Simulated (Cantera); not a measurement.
Adiabatic ignition

An adiabatic, constant-pressure homogeneous reactor starts with 26.8 % H2, 6.09 % O2, 67.1 % N2, at 1498 K and 2.40 bar.

Computed with Cantera and GRI-Mech 3.0 (53 species, 325 reactions). The hydrogen kinetics of GRI-Mech 3.0 are dated; newer H2 mechanisms differ, most at raised pressure.

```tsv
t (s)	T (K)	x H2	x O2	x H2O	x NO	x HO2	x N2O
5.00e-6	1498	0.268	0.0609	7.59e-5	<1e-12	5.14e-6	3.03e-11
1.82e-5	1897	0.124	0.000775	0.117	9.76e-6	8.44e-7	1.39e-8
6.60e-5	2196	0.144	0.000118	0.125	2.30e-5	1.51e-7	6.95e-9
0.000240	2306	0.152	1.47e-5	0.128	2.79e-5	2.12e-8	4.47e-9
0.000871	2339	0.154	2.69e-6	0.129	2.96e-5	3.14e-9	3.75e-9
0.00316	2342	0.154	2.03e-6	0.129	3.20e-5	2.26e-9	3.71e-9
0.0115	2342	0.154	2.03e-6	0.129	3.93e-5	2.26e-9	3.86e-9
0.0417	2342	0.154	2.03e-6	0.129	4.92e-5	2.26e-9	4.10e-9
0.152	2342	0.154	2.03e-6	0.129	5.07e-5	2.26e-9	4.15e-9
0.551	2342	0.154	2.03e-6	0.129	5.07e-5	2.26e-9	4.15e-9
2.00	2342	0.154	2.03e-6	0.129	5.07e-5	2.26e-9	4.15e-9
```
x: mole fraction; the columns are a selection and need not sum to one.

```
Quantity                                                            Result
---------------------------------  ---------------------------------------
time of steepest temperature rise                                  11.4 µs
temperature at 2.00 s                                               2342 K
equilibrium temperature                                             2342 K
x(H2) at 2.00 s                        0.154 (gas-phase equilibrium 0.154)
x(O2) at 2.00 s                    2.03e-6 (gas-phase equilibrium 2.03e-6)
x(H2O) at 2.00 s                       0.129 (gas-phase equilibrium 0.129)
```
